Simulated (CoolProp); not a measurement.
Properties of propylene along the isobar 15.1 MPa (Tc = 91.1 °C, pc = 4.555 MPa, ω = 0.146).

The numbers come from the reference Helmholtz-energy equation of state, Lemmon 2013 in CoolProp.

```
T (°C)          phase  density (kg/m³)  cv (kJ/(kg K))  Joule-Thomson coefficient (K/MPa)  isothermal compressibility (1/MPa)  viscosity (µPa s)
------  -------------  ---------------  --------------  ---------------------------------  ----------------------------------  -----------------
-6.15          liquid            578.7           1.466                            -0.3518                            0.002337                149
2.65           liquid            568.3           1.487                            -0.3227                            0.002605                139
11.35          liquid            557.9           1.510                            -0.2910                            0.002910                129
20.15          liquid            547.1           1.534                            -0.2553                            0.003269                121
28.95          liquid            536.0           1.559                            -0.2157                            0.003689                113
37.75          liquid            524.6           1.585                            -0.1713                            0.004183                106
46.45          liquid            513.0           1.611                            -0.1220                            0.004762               99.0
55.25          liquid            500.9           1.638                           -0.06560                            0.005460               92.9
64.05          liquid            488.4           1.665                          -0.001474                            0.006301               87.1
72.85          liquid            475.4           1.693                            0.07193                            0.007321               81.8
81.55          liquid            462.1           1.722                             0.1554                            0.008551               76.8
90.35          liquid            448.1           1.751                             0.2529                             0.01008               72.0
99.15   supercritical            433.5           1.780                             0.3658                             0.01196               67.4
107.95  supercritical            418.3           1.810                             0.4967                             0.01430               63.1
116.65  supercritical            402.5           1.839                             0.6459                             0.01714               59.0
125.45  supercritical            386.0           1.869                             0.8179                             0.02065               55.0
```

Viscosity comes from a separate model (Huber 2003), an estimate that may be off by 10 % or more.
